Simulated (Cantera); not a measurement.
A freely propagating, adiabatic, planar premixed flame of CH₄ : O₂ : N₂ = 1 : 2.82 : 11 (molar parts), equivalence ratio 0.71, unburnt at 300 K and 10.0 bar; mixture-averaged transport, grid criteria slope 0.08 and curve 0.16, no radiation.

Computed with Cantera and GRI-Mech 3.0 (53 species, 325 reactions). Burning velocities carry a grid error of a few per cent, more on coarse grids.

x: mole fraction of selected species; z is measured from the peak of heat release.

```
z (mm)   T (K)  u (m/s)    x CH₄    x O₂       x CO₂      x C₂H₄      x C₂H₂       x HO₂
-------  -----  -------  -------  ------  ----------  ----------  ----------  ----------
-0.659     301   0.0521   0.0674   0.190     2.73e-6     3.48e-8       <1e-8       <1e-8
-0.439     310   0.0537   0.0669   0.190  (withheld)  (withheld)  (withheld)  (withheld)
-0.329     345   0.0599   0.0651   0.187    0.000416     5.01e-6     2.86e-7     4.22e-7
-0.220     513   0.0893   0.0569   0.175     0.00326     3.78e-5     2.06e-6     4.31e-6
-0.110     984    0.172   0.0338   0.134      0.0167    0.000185     9.79e-6     4.00e-5
-0.0549   1340    0.235   0.0159   0.100      0.0310    0.000313     1.78e-5    0.000104
0         1674    0.292  0.00146  0.0671      0.0503     9.18e-5     1.90e-5     9.01e-5
0.0549    1782    0.310  6.61e-6  0.0576      0.0623     1.66e-7     3.10e-7     1.67e-5
0.110     1808    0.313  4.88e-8  0.0561      0.0654       <1e-8       <1e-8     6.34e-6
0.220     1819    0.315    <1e-8  0.0557      0.0667       <1e-8       <1e-8     1.96e-6
0.439     1822    0.316    <1e-8  0.0556      0.0670       <1e-8       <1e-8     1.05e-6
0.878     1822    0.316    <1e-8  0.0556      0.0670       <1e-8       <1e-8     9.85e-7
1.76      1822    0.316    <1e-8  0.0556      0.0670       <1e-8       <1e-8     9.84e-7
```

**Question.** What belongs in the gaps?

**Answer.** 
- -0.439, x CO₂: 6.00e-5
- -0.439, x C₂H₄: 7.42e-7
- -0.439, x C₂H₂: 4.44e-8
- -0.439, x HO₂: 6.69e-8
